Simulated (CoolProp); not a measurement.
Model: reference Helmholtz-energy equation of state, Lemmon 2006, in CoolProp. It is a short technical equation, of lower accuracy than the large ones.

Task: Give the vapour pressure (MPa), liquid density (kg/m³), vapour density (kg/m³), surface tension (mN/m) of saturated n-decane at 28.75 °C.

Result: 
```tsv
T (°C)	p (MPa)	liquid density (kg/m³)	vapour density (kg/m³)	surface tension (mN/m)
28.75	0.000236	724	0.0134	23.0
```

Surface tension comes from a separate correlation (Mulero 2012).
